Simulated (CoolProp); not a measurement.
The numbers come from the reference Helmholtz-energy equation of state, Thol 2012 in CoolProp.

For benzene, give the phase and the Z, conductivity (mW/(m K)) at 179.25 °C and 24.5 MPa; 215.15 °C and 24.5 MPa; 239.05 °C and 24.5 MPa.


- 179.25 °C and 24.5 MPa: liquid; Z 0.684, conductivity 112
- 215.15 °C and 24.5 MPa: liquid; Z 0.667, conductivity 105
- 239.05 °C and 24.5 MPa: liquid; Z 0.659, conductivity 101

Thermal conductivity comes from a separate model (Assael 2012).
